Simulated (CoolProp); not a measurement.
Saturation properties of R1233zd(E) (Tc = 165.7 °C, pc = 35.83 bar, ω = 0.304).

The numbers come from the reference Helmholtz-energy equation of state, Akasaka 2022 in CoolProp.

```json
[
 {"T (°C)": "-47.95", "p (bar)": "0.03427", "liquid density (kg/m³)": "1425", "vapour density (kg/m³)": "0.2396", "enthalpy of vaporisation (kJ/kg)": "224.1", "liquid cp (kJ/(kg K))": "1.053"},
 {"T (°C)": "-29.75", "p (bar)": "0.1086", "liquid density (kg/m³)": "1387", "vapour density (kg/m³)": "0.7060", "enthalpy of vaporisation (kJ/kg)": "216.1", "liquid cp (kJ/(kg K))": "1.083"},
 {"T (°C)": "-11.55", "p (bar)": "0.2848", "liquid density (kg/m³)": "1347", "vapour density (kg/m³)": "1.737", "enthalpy of vaporisation (kJ/kg)": "208.0", "liquid cp (kJ/(kg K))": "1.115"},
 {"T (°C)": "6.65", "p (bar)": "0.6440", "liquid density (kg/m³)": "1306", "vapour density (kg/m³)": "3.723", "enthalpy of vaporisation (kJ/kg)": "199.8", "liquid cp (kJ/(kg K))": "1.149"},
 {"T (°C)": "24.95", "p (bar)": "1.301", "liquid density (kg/m³)": "1263", "vapour density (kg/m³)": "7.207", "enthalpy of vaporisation (kJ/kg)": "190.9", "liquid cp (kJ/(kg K))": "1.186"},
 {"T (°C)": "43.15", "p (bar)": "2.386", "liquid density (kg/m³)": "1218", "vapour density (kg/m³)": "12.82", "enthalpy of vaporisation (kJ/kg)": "181.4", "liquid cp (kJ/(kg K))": "1.227"},
 {"T (°C)": "61.35", "p (bar)": "4.063", "liquid density (kg/m³)": "1169", "vapour density (kg/m³)": "21.46", "enthalpy of vaporisation (kJ/kg)": "170.8", "liquid cp (kJ/(kg K))": "1.273"},
 {"T (°C)": "79.55", "p (bar)": "6.513", "liquid density (kg/m³)": "1116", "vapour density (kg/m³)": "34.35", "enthalpy of vaporisation (kJ/kg)": "158.7", "liquid cp (kJ/(kg K))": "1.327"}
]
```

It boils at 18.1 °C under 1 atm.
